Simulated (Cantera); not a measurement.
Oxide etching and cleaning by halides: SiO2 + Cl2 + H2

Input: 1 mol SiO2, 0.83 mol Cl2, 7.3 mol H2, at 46.0 Pa.

Cantera equilibrium calculation (NASA polynomials, part measured and part estimated; ideal gas, pure solids and liquids). Candidate condensed phases: H2O, Si, SiO2; 30 gas species. The tables hold silica as quartz up to 1696 K and as liquid above; real silica turns to tridymite and cristobalite and melts near 1996 K. The numbers say what is thermodynamically allowed, not how fast it happens.

At 798 K the condensed part is SiO2(α-quartz). From 873 K to 1248 K the condensed part is SiO2(β-quartz). The main Si-bearing gas is SiCl4 at 798 K and SiO at 1248 K.

| T (K) | x H2 | x HCl | x H2O | x H | x SiO | n SiO2(α-quartz) | n SiO2(β-quartz) |
|---|---|---|---|---|---|---|---|
| 798 | 0.796 | 0.204 | 5.21e-7 | 1.11e-10 | <1e-12 | 1.000 | 0 |
| 873 | 0.796 | 0.204 | 9.13e-7 | 1.95e-9 | <1e-12 | 0 | 1.000 |
| 948 | 0.796 | 0.204 | 1.46e-6 | 2.18e-8 | 1.56e-11 | 0 | 1.000 |
| 1023 | 0.796 | 0.204 | 2.23e-6 | 1.72e-7 | 1.75e-9 | 0 | 1.000 |
| 1098 | 0.796 | 0.204 | 3.56e-6 | 1.03e-6 | 9.12e-8 | 0 | 1.000 |
| 1173 | 0.796 | 0.204 | 7.51e-6 | 4.90e-6 | 2.02e-6 | 0 | 1.000 |
| 1248 | 0.796 | 0.204 | 2.39e-5 | 1.94e-5 | 1.85e-5 | 0 | 1.000 |
x: gas mole fraction; n: condensed amount in mol.
